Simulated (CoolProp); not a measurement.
CH3F (R41) at several states: Z from the reference equation and from simpler models built on Tc = 44.1 °C, pc = 5.906 MPa, ω = 0.200; each cubic takes its own stable root.

Values from CoolProp's reference Helmholtz-energy equation of state, Lemmon 2006. It is a short technical equation, of lower accuracy than the large ones.

```
T (°C)  p (MPa)          phase  reference
------  -------  -------------  ---------
47.35      1.29            gas     0.9131
56.05      31.4  supercritical     0.5960
102.05    0.398            gas     0.9847
-39.75     6.22         liquid     0.1353
11.35    0.0327            gas     0.9969
142.95     4.29            gas     0.8856
```

**Question.** How far does each simpler model (van der Waals, Redlich-Kwong) lie from the reference over these 6 states: mean and median of the absolute difference, and the worst?

**Answer.** 
- van der Waals: mean 24.0 %, median 1.2 %, worst +84.3 % at -39.75 °C and 6.22 MPa
- Redlich-Kwong: mean 9.3 %, median 0.8 %, worst +29.6 % at -39.75 °C and 6.22 MPa
